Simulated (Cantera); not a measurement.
Charge: 1 mol Si, 0.093 mol CO2, 680 mol H2, equilibrated at 150000 Pa.

Cantera equilibrium calculation (NASA polynomials, part measured and part estimated; ideal gas, pure solids and liquids). Candidate condensed phases: C, C6H6, C7H8, C8H18, H2O, Si, SiC, SiO2; 123 gas species. Mutual solubility and eutectic melting of coexisting phases are not modelled. Gases not in the tables: Si2H6 and higher silanes. Rates play no part.

What share of the Si ends up in condensed phases as a function of T (°C), at 1525, 1575, 1625, 1675, 1725, 1775, 1825, 1875?


| T (°C) | Si condensed (%) | as |
|---|---|---|
| 1525 | 80.7 | Si(l) + SiC(s) |
| 1575 | 80.1 | Si(l) + SiC(s) |
| 1625 | 79.1 | Si(l) + SiC(s) |
| 1675 | 77.5 | Si(l) + SiC(s) |
| 1725 | 75.0 | Si(l) + SiC(s) |
| 1775 | 70.9 | Si(l) + SiC(s) |
| 1825 | 64.3 | Si(l) |
| 1875 | 54.3 | Si(l) |
